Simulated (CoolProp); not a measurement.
Saturation properties of water.

Values from CoolProp's reference Helmholtz-energy equation of state, Wagner 2002.

| T (°C) | p (bar) | liquid density (kg/m³) | vapour density (kg/m³) | enthalpy of vaporisation (kJ/kg) | vapour viscosity (µPa s) | liquid conductivity (mW/(m K)) |
|---|---|---|---|---|---|---|
| 214.35 | 20.79 | 847.4 | 10.43 | 1882 | 16.2 | 650 |
| 221.35 | 23.80 | 838.5 | 11.91 | 1851 | 16.4 | 644 |
| 228.45 | 27.19 | 829.2 | 13.59 | 1820 | 16.7 | 638 |
| 235.45 | 30.87 | 819.7 | 15.44 | 1787 | 16.9 | 632 |
| 242.45 | 34.93 | 809.9 | 17.49 | 1753 | 17.2 | 625 |
| 249.55 | 39.46 | 799.6 | 19.81 | 1717 | 17.4 | 617 |
| 256.55 | 44.35 | 789.0 | 22.35 | 1681 | 17.7 | 610 |
| 263.55 | 49.69 | 778.0 | 25.18 | 1642 | 17.9 | 602 |

It boils at 100.0 °C under 1 atm.

Viscosity comes from a separate model (Huber 2009). Thermal conductivity comes from a separate model (Huber 2012).
